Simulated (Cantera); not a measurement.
# Fluorocarbon and chlorocarbon gases: c-C4F8 + CH4 + H2

Charge: 1 mol c-C4F8, 0.1 mol CH4, 1 mol H2, equilibrated at 9.50 mbar.

Method: chemical equilibrium by Gibbs-energy minimisation in Cantera with the NASA 1993 tables (ideal gas, pure condensed phases). Candidate condensed phases: C, C6H6, C7H8, C8H18; 95 gas species. The feed counts by its element totals alone. Gases not in the tables: C2F6 and larger saturated fluorocarbons. Rates play no part.

```
T (°C)   x HF  x CF4     x CF2       x F     x CF3      x CF   x CHF3       x H  n C(graphite)
------  -----  -----  --------  --------  --------  --------  -------  --------  -------------
1050    0.632  0.368   1.32e-5   1.69e-6   4.16e-6  4.55e-11  1.04e-6  6.38e-10           2.70
1150    0.632  0.368   7.91e-5   1.28e-5   1.77e-5   1.01e-9  1.36e-6   3.51e-9           2.70
1250    0.631  0.368  0.000373   7.41e-5   6.25e-5   1.50e-8  1.73e-6   1.55e-8           2.70
1350    0.631  0.367   0.00145  0.000346  0.000188   1.58e-7  2.14e-6   5.73e-8           2.70
1450    0.629  0.364   0.00476   0.00135  0.000493   1.26e-6  2.56e-6   1.82e-7           2.69
1550    0.625  0.356    0.0136   0.00451   0.00115   7.98e-6  2.98e-6   5.12e-7           2.68
1650    0.614  0.336    0.0341    0.0132   0.00239   4.11e-5  3.31e-6   1.29e-6           2.64
1750    0.591  0.295    0.0750    0.0340   0.00435  0.000176  3.43e-6   2.98e-6           2.58
```
x: gas mole fraction; n: condensed amount in mol.

From 1050 °C to 1750 °C the condensed part is C(graphite). The main C-bearing gas is CF4 throughout. The share of C in condensed phases is highest at 1050 °C (65.9 %) and lowest at 1750 °C (62.9 %).
